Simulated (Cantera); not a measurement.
A perfectly stirred reactor is fed with C₂H₆ : N₂ = 1 : 4.7 (molar parts), at 1.00 atm; it is held at 1300 K, and followed from long to short residence time.

Detailed kinetics in Cantera: GRI-Mech 3.0 (53 species, 325 reactions). GRI-Mech 3.0 stops at C3 and has no aromatics, soot or wall deposition, so with more carbon than oxygen in the feed, carbon stays in small species such as C2H2 where larger ones or solid carbon would form.

### Question
What does this change do: N2 4.7 to 0.63 parts?

### Answer
```
quantity                  before     after
----------------------  --------  --------
x(C₂H₆) at τ = 2.80 s   0.000847   0.00324
x(CH₃) at τ = 2.80 s     1.34e-5   2.79e-5
x(C₂H₂) at τ = 2.80 s     0.0746     0.136
x(CH₂) at τ = 2.80 s    1.00e-10  1.23e-10
x(C₂H₄) at τ = 2.80 s     0.0394     0.130
x(C₂H₆) at τ = 90.0 ms   0.00627    0.0172
x(CH₃) at τ = 90.0 ms    2.98e-5   4.85e-5
x(C₂H₂) at τ = 90.0 ms    0.0557    0.0999
x(CH₂) at τ = 90.0 ms   6.65e-10  5.88e-10
x(C₂H₄) at τ = 90.0 ms    0.0645     0.197
```

### Question
What does this change do: C2H6 1 to 0.66 parts?

### Answer
```csv
quantity,before,after
x(C₂H₆) at τ = 2.80 s,0.000847,0.000569
x(CH₃) at τ = 2.80 s,1.34e-5,1.07e-5
x(C₂H₂) at τ = 2.80 s,0.0746,0.0604
x(CH₂) at τ = 2.80 s,1.00e-10,9.67e-11
x(C₂H₄) at τ = 2.80 s,0.0394,0.0259
x(C₂H₆) at τ = 90.0 ms,0.00627,0.00464
x(CH₃) at τ = 90.0 ms,2.98e-5,2.57e-5
x(C₂H₂) at τ = 90.0 ms,0.0557,0.0450
x(CH₂) at τ = 90.0 ms,6.65e-10,7.07e-10
x(C₂H₄) at τ = 90.0 ms,0.0645,0.0443
```
